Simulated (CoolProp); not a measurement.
Aqueous potassium formate as a coolant, at 1 °C, 1 atm.

Model: Melinder's fits for secondary coolants, in CoolProp.

| mass % | freezing point (°C) | Prandtl number | density (kg/m³) | cp (kJ/(kg K)) | viscosity (mPa s) |
|---|---|---|---|---|---|
| 2.7 | … | 13.2 | 1018 | 4.100 | 1.81 |
| 6.9 | -3.2 | 13.3 | 1045 | 3.929 | 1.88 |
| 11 | -5.5 | 13.4 | 1070 | 3.768 | 1.95 |
| 15.2 | -8.1 | 13.6 | 1096 | 3.608 | 2.04 |
| 19.3 | -11.1 | 13.9 | … | 3.459 | 2.16 |
| 23.5 | -14.6 | 14.5 | 1151 | 3.315 | 2.32 |
| 27.7 | -18.6 | 15.2 | 1180 | 3.180 | 2.49 |
| 31.8 | -23.3 | … | … | … | 2.68 |
| 36 | … | 16.8 | 1240 | 2.944 | 2.88 |
| 40.1 | -35.2 | 18.0 | 1271 | … | 3.12 |
| 44.3 | -42.6 | 20.1 | 1303 | 2.743 | 3.54 |

**Question.** Fill in the missing entries.

**Answer.** 
- 2.7, freezing point (°C): -1.2
- 19.3, density (kg/m³): 1123
- 31.8, Prandtl number: 15.9
- 31.8, density (kg/m³): 1210
- 31.8, cp (kJ/(kg K)): 3.058
- 36, freezing point (°C): -28.8
- 40.1, cp (kJ/(kg K)): 2.842
